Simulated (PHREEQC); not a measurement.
Consider water at 20 °C with 0.0019 mol HI, 0.23 mol NH4HS, 0.0029 mol NaOH and 0.005 mol KI per kg of water. Closed to the air; pH follows from the charge balance.

Computed with PHREEQC (ion-association model, wateq4f.dat).

Each row changes one thing in this solution. No solid was allowed to form.

```
case                                 pH  ionic strength (mol/kgw)  HS- (mol/kgw)  NH4+ (mol/kgw)  NH3 (mol/kgw)  H2S (mol/kgw)
---------------------------------  ----  ------------------------  -------------  --------------  -------------  -------------
as made                            8.20                     0.228          0.221           0.220         0.0104        0.00937
diluted 100-fold with water        8.22                   0.00224        0.00217         0.00216       0.000136       0.000127
KI left out                        8.20                     0.223          0.221           0.220         0.0104        0.00940
HI from 0.0019 to 0.00038 mol/kgw  8.24                     0.227          0.221           0.219         0.0112        0.00868
temperature from 20 to 80 °C       7.17                     0.207          0.200           0.199         0.0313         0.0303
temperature from 20 to 35 °C       7.88                     0.224          0.217           0.216         0.0136         0.0126
```

At this temperature some constants are extrapolated from 25 °C, and those without enthalpy data are left unchanged. The polysulfide entries of wateq4f.dat were taken out for this run.
